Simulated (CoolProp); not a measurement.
Vapour-liquid equilibrium of dimethyl carbonate (1) + n-heptane (2) at 109.05 °C; x and y are mole fractions of (1).

Model: multi-fluid Helmholtz-energy mixture model, Zhou 2011 and Span 2003; pair parameters Bell 2016, in CoolProp.

**Question.** Give the bubble pressure and the first vapour's composition at x = 0.25, 0.75, 0.95. Is there an azeotrope?

**Answer.** x = 0.25: 0.2022 MPa, y = 0.444; x = 0.75: 0.2199 MPa, y = 0.678; x = 0.95: 0.1952 MPa, y = 0.878. y crosses x between x = 0.55 and 0.65: the model has an azeotrope there.

The pair parameters rest on a limited set of measurements; away from them the model extrapolates.
